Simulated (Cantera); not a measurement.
Feed: 1 mol Si, 0.89 mol Br2, 26 mol N2, held at 24.0 Pa.

These are equilibrium values from Cantera (NASA tables, ideal gas, pure condensed phases), not measurements of a reactor. Candidate condensed phases: Br2, Si, Si3N4; 13 gas species. N2 is the only nitrogen source here; it is nearly inert below about 1500 K, so the nitride shown seldom forms there in practice. Kinetics and transport are ignored.

Question: What share of the Si ends up in condensed phases as a function of T (K), at 975, 1025, 1075, 1125, 1175, 1225, 1275, 1325, 1375, 1425, 1475?

Answer: 
```tsv
T (K)	Si condensed (%)	as
975	55.6	Si3N4(s)
1025	55.7	Si3N4(s)
1075	55.6	Si3N4(s)
1125	54.5	Si3N4(s)
1175	50.4	Si3N4(s)
1225	41.9	Si3N4(s)
1275	34.7	Si3N4(s)
1325	33.0	Si3N4(s)
1375	33.7	Si3N4(s)
1425	34.7	Si3N4(s)
1475	35.8	Si3N4(s)
```
